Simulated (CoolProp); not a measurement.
A simple Rankine cycle with R114: condensing at 326.15 K, boiler at 2.66 MPa, turbine inlet 422 K, turbine efficiency 0.65, pump efficiency 0.8, no recuperator. Each further row changes one setting.

Model: reference Helmholtz-energy equation of state, Platzer 1990, in CoolProp. This equation is an older, rougher fit; its heat capacities, sound speeds and derivatives of the liquid may be far off and weren't checked against measurements.

| case | thermal efficiency (%) | net work (kJ/kg) | heat in (kJ/kg) | turbine exit temperature (K) | volume ratio over the turbine |
|---|---|---|---|---|---|
| as stated | 8.9 | … | 167 | 372.3 | 7.01 |
| turbine inlet 442 K | 8.9 | 16.7 | 189 | 396.7 | 6.42 |
| condensing temperature 318.15 K | 9.7 | … | 175 | … | 8.74 |
| boiler pressure 1.86 MPa | 7.5 | … | 179 | … | 4.25 |
| turbine efficiency 0.55 | 7.3 | 12.2 | 167 | 375.6 | … |

Task: Fill in the missing entries.

Result: 
- as stated, net work (kJ/kg): 14.8
- condensing temperature 318.15 K, net work (kJ/kg): 17.0
- condensing temperature 318.15 K, turbine exit temperature (K): 368.3
- boiler pressure 1.86 MPa, net work (kJ/kg): 13.4
- boiler pressure 1.86 MPa, turbine exit temperature (K): 388.8
- turbine efficiency 0.55, volume ratio over the turbine: 7.09
